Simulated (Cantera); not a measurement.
Cantera run:

```python
import numpy as np
import cantera as ct

gas_names = [...]  # 136 gases of nasa_gas.yaml made of C, H, N, O
cond_names = """
    C(gr) C6H6(L) C7H8(L) C8H18(L),n-octa H2O(s) H2O(L)
""".split()


# ... load() reads the species with a 1 bar reference pressure and builds the phases ...
atoms = {
    'acetone': {'C': 3, 'H': 6, 'O': 1},
    'H2': {'H': 2},
    'N2': {'N': 2},
}
top_T = {'C(gr)': 4500}  # K; cautious upper limits of use, not melting points


# ... equilibrate(T, P, feed) seeds the gas with the atoms and calls Mixture.equilibrate('TP', solver="vcs", rtol=1e-11, max_steps=5000) ...
results = []
feed = {'acetone': 1, 'H2': 4.9, 'N2': 0.4}  # mol
P = 6900  # Pa
for T in [1248, 1348, 1448, 1548, 1648, 1748, 1848, 1948]:
    mix = equilibrate(T, P, feed)
    results.append((T, P, feed, dict(zip(mix.species_names, mix.species_moles))))
    x = sorted(zip(gas.X, gas.species_names), reverse=True)
    print(f"T = {T:g} K  P = {P:g} Pa  gas = {mix.phase_moles(0):.4g} mol")
    print("   x: " + "  ".join(f"{s} {v:.3e}" for v, s in x if v > 0.001))
    print("   condensed (mol): " + ("  ".join(f"{mix.phase(i).name} {mix.phase_moles(i):.4g}"
          for i in range(1, mix.n_phases) if mix.phase_moles(i) > 1e-12) or "none"))
```

Result:

```
T = 1248 K  P = 6900 Pa  gas = 9.294 mol
   x: H2 8.488e-01  CO 1.075e-01  N2 4.303e-02
   condensed (mol): C(gr) 1.996
T = 1348 K  P = 6900 Pa  gas = 9.297 mol
   x: H2 8.491e-01  CO 1.075e-01  N2 4.299e-02
   condensed (mol): C(gr) 1.997
T = 1448 K  P = 6900 Pa  gas = 9.298 mol
   x: H2 8.492e-01  CO 1.075e-01  N2 4.295e-02
   condensed (mol): C(gr) 1.997
T = 1548 K  P = 6900 Pa  gas = 9.299 mol
   x: H2 8.491e-01  CO 1.075e-01  N2 4.287e-02
   condensed (mol): C(gr) 1.996
T = 1648 K  P = 6900 Pa  gas = 9.301 mol
   x: H2 8.488e-01  CO 1.075e-01  N2 4.274e-02
   condensed (mol): C(gr) 1.994
T = 1748 K  P = 6900 Pa  gas = 9.303 mol
   x: H2 8.481e-01  CO 1.075e-01  N2 4.253e-02
   condensed (mol): C(gr) 1.989
T = 1848 K  P = 6900 Pa  gas = 9.308 mol
   x: H2 8.467e-01  CO 1.074e-01  N2 4.221e-02  H 1.857e-03  HCN 1.458e-03
   condensed (mol): C(gr) 1.981
T = 1948 K  P = 6900 Pa  gas = 9.318 mol
   x: H2 8.441e-01  CO 1.073e-01  N2 4.175e-02  H 3.952e-03  HCN 2.243e-03
   condensed (mol): C(gr) 1.969
```

Method: chemical equilibrium by Gibbs-energy minimisation in Cantera with the NASA 1993 tables (ideal gas, pure condensed phases). The feed counts by its element totals alone.
